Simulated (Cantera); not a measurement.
# Silicon etching in halogen gases: Si + Cl₂ + H₂

Feed: 1 mol Si, 2.9 mol Cl₂, 0.16 mol H₂, held at 1400 K.

These are equilibrium values from Cantera (NASA tables, ideal gas, pure condensed phases), not measurements of a reactor. Candidate condensed phases: Si; 19 gas species. The tables' values for SiCl₃ are old estimates; treat these amounts as uncertain. Kinetics and transport are ignored.

```json
[
 {"P (Pa)": "1", "x Cl": "0.531", "x SiCl₄": "0.339", "x Cl₂": "0.00349", "x HCl": "0.113", "x SiCl₃": "0.0121", "x SiCl₂": "0.00184"},
 {"P (Pa)": "6.80", "x Cl": "0.499", "x SiCl₄": "0.362", "x Cl₂": "0.0209", "x HCl": "0.116", "x SiCl₃": "0.00202", "x SiCl₂": "4.81e-5"},
 {"P (Pa)": "46", "x Cl": "0.397", "x SiCl₄": "0.389", "x Cl₂": "0.0897", "x HCl": "0.124", "x SiCl₃": "0.000404", "x SiCl₂": "1.78e-6"},
 {"P (Pa)": "320", "x Cl": "0.227", "x SiCl₄": "0.430", "x Cl₂": "0.205", "x HCl": "0.138", "x SiCl₃": "0.000112", "x SiCl₂": "1.24e-7"},
 {"P (Pa)": "2200", "x Cl": "0.103", "x SiCl₄": "0.460", "x Cl₂": "0.289", "x HCl": "0.147", "x SiCl₃": "3.85e-5", "x SiCl₂": "1.37e-8"},
 {"P (Pa)": "15000", "x Cl": "0.0422", "x SiCl₄": "0.475", "x Cl₂": "0.331", "x HCl": "0.152", "x SiCl₃": "1.42e-5", "x SiCl₂": "1.81e-9"},
 {"P (Pa)": "100000", "x Cl": "0.0168", "x SiCl₄": "0.481", "x Cl₂": "0.348", "x HCl": "0.154", "x SiCl₃": "5.45e-6", "x SiCl₂": "2.62e-10"}
]
```
x: gas mole fraction; nothing condenses.

From 1.00 Pa to 1.00 bar nothing is condensed. The main Si-bearing gas is SiCl₄ throughout.
